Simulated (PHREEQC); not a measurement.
1 kg of water holding 1.6 mol Na2SO4 meets 20 L of dry gas (CO2 1 by moles) at fixed total pressure, at 10 °C; fugacities by Peng-Robinson. The gases take part in no redox reaction, some water evaporates into the gas, and hydrates or a liquid gas phase aren't modelled. Precipitation was switched off in this run.

The numbers come from PHREEQC with the Pitzer model, pitzer.dat.

```json
[
 {"P (atm)": "1", "dissolved CO2 (all carbonate carbon) (mol/kgw)": "0.0266", "φ of CO2": "0.994", "pH": "4.03"},
 {"P (atm)": "2", "dissolved CO2 (all carbonate carbon) (mol/kgw)": "0.0528", "φ of CO2": "0.987", "pH": "3.88"},
 {"P (atm)": "3", "dissolved CO2 (all carbonate carbon) (mol/kgw)": "0.0785", "φ of CO2": "0.981", "pH": "3.79"},
 {"P (atm)": "5", "dissolved CO2 (all carbonate carbon) (mol/kgw)": "0.128", "φ of CO2": "0.968", "pH": "3.69"},
 {"P (atm)": "7.5", "dissolved CO2 (all carbonate carbon) (mol/kgw)": "0.188", "φ of CO2": "0.952", "pH": "3.60"},
 {"P (atm)": "10", "dissolved CO2 (all carbonate carbon) (mol/kgw)": "0.246", "φ of CO2": "0.936", "pH": "3.55"},
 {"P (atm)": "15", "dissolved CO2 (all carbonate carbon) (mol/kgw)": "0.353", "φ of CO2": "0.905", "pH": "3.47"},
 {"P (atm)": "20", "dissolved CO2 (all carbonate carbon) (mol/kgw)": "0.450", "φ of CO2": "0.874", "pH": "3.42"}
]
```

Along this series the solution becomes supersaturated in solids that the run did not let form, among them Mirabilite. In brines, pH and single-ion activities rest on the MacInnes convention. Constants without temperature data keep their 25 °C values here.
